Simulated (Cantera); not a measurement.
Cantera run:

```python
import numpy as np
import cantera as ct

gas_names = """
    O ALCL AL2O
""".split()
cond_names = """
    ALCL3(s) ALCL3(L)
""".split()


# ... load() reads the species with a 1 bar reference pressure and builds the phases ...
species = {s.name: s for s in load("nasa_gas.yaml", gas_names) + load("nasa_condensed.yaml", cond_names)}
# Each term lists the table entries of one substance; the one whose range holds T is used.
reactions = {
    'O(g) + 3 AlCl(g) = AlCl3 + Al2O(g)':
        [(-1, ['O']), (-3, ['ALCL']), (1, ['ALCL3(s)', 'ALCL3(L)']), (1, ['AL2O'])],
}


def pick(names, T):
    return next(species[n] for n in names if species[n].thermo.min_temp <= T <= species[n].thermo.max_temp)


results = []
for label, terms in reactions.items():
    print(label)
    print("     T/K   dH/kJ  dS/(J/K)   dG/kJ   log10 K")
    for T in [300, 350, 375, 400, 425, 450, 475, 500]:
        used = [(nu, pick(names, T)) for nu, names in terms]
        dH = sum(nu * s.thermo.h(T) for nu, s in used) / 1e6
        dS = sum(nu * s.thermo.s(T) for nu, s in used) / 1e3
        dG = dH - T * dS / 1e3
        logK = -dG * 1e6 / (ct.gas_constant * T * np.log(10))
        results.append((label, T, dH, dS, dG, logK, [s.name for _, s in used]))
        print(f"{T:8g} {dH:8.1f} {dS:8.1f} {dG:8.1f} {logK:8.2f}")
```

Result:

```
O(g) + 3 AlCl(g) = AlCl3 + Al2O(g)
     T/K   dH/kJ  dS/(J/K)   dG/kJ   log10 K
     300   -945.6   -483.2   -800.6   139.40
     350   -944.6   -480.2   -776.5   115.89
     375   -944.0   -478.6   -764.5   106.49
     400   -943.4   -477.0   -752.6    98.28
     425   -942.7   -475.3   -740.7    91.03
     450   -942.0   -473.7   -728.8    84.60
     475   -905.6   -395.6   -717.7    78.92
     500   -904.3   -393.0   -707.9    73.95
```

Source: NASA polynomial tables (part measured, part estimated), evaluated in Cantera. Condensed species are held in their standard states even where they would react or evaporate.
